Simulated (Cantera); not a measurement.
A closed system holds: 1 mol FeS, 3.6 mol SO3, 0.38 mol O2, at 1427 °C and 0.0133 bar.

Method: chemical equilibrium by Gibbs-energy minimisation in Cantera with the NASA 1993 tables (ideal gas, pure condensed phases). Candidate condensed phases: Fe, FeO, FeS, FeSO4, FeS2, Fe2O3, Fe2(SO4)3, Fe3O4, S; 12 gas species. Kinetics and transport are ignored.

Base state: SO2 0.899, O2 0.100, SO3 0.000501, SO 0.000149, O 0.000123 (mole fractions); condensed: Fe3O4(s).

What changes in the equilibrium state with this change: temperature from 1427 °C to 1000 °C?


```csv
species,before,after
SO2,0.899,0.912
O2,0.100,0.0834
SO3,0.000501,0.00448
SO,0.000149,1.28e-7
O,0.000123,2.70e-7
"Fe3O4(s), mol",0.333,0
"Fe2O3(s), mol",0,0.500
```
